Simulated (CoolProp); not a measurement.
Oxygen along the isotherm 98.5 K: fugacity coefficient from the reference equation and from simpler models built on Tc = 154.6 K, pc = 5.046 MPa, ω = 0.022; each cubic takes its own stable root.

Computed with CoolProp (reference Helmholtz-energy equation of state, Schmidt 1985).

| p (MPa) | phase | reference | van der Waals | Redlich-Kwong | Soave-Redlich-Kwong | Peng-Robinson |
|---|---|---|---|---|---|---|
| 0.789 | liquid | 0.2736 | 0.7053 | 0.2338 | 0.2716 | 0.2751 |
| 1.58 | liquid | 0.1405 | 0.3669 | 0.1201 | 0.1395 | 0.1408 |
| 2.37 | liquid | 0.09632 | 0.2547 | 0.08230 | 0.09565 | 0.09625 |
| 3.15 | liquid | 0.07450 | 0.1995 | 0.06364 | 0.07398 | 0.07421 |
| 3.94 | liquid | 0.06124 | 0.1660 | 0.05231 | 0.06082 | 0.06082 |
| 4.73 | liquid | 0.05245 | 0.1439 | 0.04479 | 0.05210 | 0.05193 |
| 5.52 | liquid | 0.04621 | 0.1284 | 0.03945 | 0.04590 | 0.04561 |
| 6.31 | liquid | 0.04156 | 0.1169 | 0.03547 | 0.04128 | 0.04089 |
| 7.1 | liquid | 0.03797 | 0.1081 | 0.03240 | 0.03772 | 0.03724 |
| 7.89 | liquid | 0.03513 | 0.1011 | 0.02997 | 0.03489 | 0.03435 |
| 8.67 | liquid | 0.03285 | 0.09570 | 0.02802 | 0.03263 | 0.03202 |
| 9.46 | liquid | 0.03095 | 0.09122 | 0.02639 | 0.03074 | 0.03007 |
| 10.3 | liquid | 0.02927 | 0.08734 | 0.02494 | 0.02906 | 0.02834 |
| 11 | liquid | 0.02808 | 0.08466 | 0.02393 | 0.02788 | 0.02712 |
| 11.8 | liquid | 0.02691 | 0.08209 | 0.02292 | 0.02672 | 0.02591 |
| 12.6 | liquid | 0.02591 | 0.07996 | 0.02207 | 0.02573 | 0.02487 |
